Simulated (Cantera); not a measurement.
Mixture: CH4 : CO : O2 : N2 = 1 : 0.24 : 1.63 : 4.4 (molar parts), equivalence ratio 1.3, at 1.70 bar, adiabatic and at constant volume. Ignition delay is the time to a rise of 400 K.

Model: GRI-Mech 3.0 (53 species, 325 reactions), integrated in Cantera.

Problem. Predict: delay at 1275 K; delay at 1425 K; delay at 1575 K; delay at 1725 K; apparent activation energy between 1650 and 1800 K.

Solution. 
```json
{
  "delay at 1275 K": "10.1 ms",
  "delay at 1425 K": "1.52 ms",
  "delay at 1575 K": "0.319 ms",
  "delay at 1725 K": "92.7 µs",
  "apparent activation energy between 1650 and 1800 K": "180 kJ/mol"
}
```
